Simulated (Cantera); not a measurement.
Gas mixture: 53.0 % CO₂, 47.0 % N₂O, at 260 Pa, frozen composition.

Cantera's kinetic-theory transport with the Lennard-Jones parameters of GRI-Mech 3.0, ideal gas; thermal conductivity in the multicomponent form. The composition is frozen, though it would react at the higher temperatures.

One state of this run: ρ (kg/m³) = 0.00162; cp (J/kg/K) = 1198; μ (µPa s) = 36.0; λ (mW/m/K) = 58.6; Pr = 0.737; D (cm²/s) CH₄ = 430; D (cm²/s) H₂O = 474; D (cm²/s) N₂ = 383. D: mixture-averaged diffusion coefficient of that species in the mixture.

**Question.** Which value of T (K) does it belong to?
A) 1150
B) 850
C) 1450
D) 700

**Answer.** B, 850
